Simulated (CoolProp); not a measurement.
The numbers come from the reference Helmholtz-energy equation of state, Lemmon 2006 in CoolProp. It is a short technical equation, of lower accuracy than the large ones.

**Question.** For isopentane, give the phase and the cp (kJ/(kg K)), expansivity (1/kK), viscosity (µPa s) at 482 K and 3450 kPa; 500 K and 3450 kPa.

**Answer.** 
- 482 K and 3450 kPa: supercritical; cp 3.53, expansivity 11.5, viscosity 15.6
- 500 K and 3450 kPa: supercritical; cp 3.15, expansivity 7.20, viscosity 15.1

Viscosity comes from a separate model (Chung 1988), a generic estimate that can be far off for the liquid and wasn't checked against measurements.
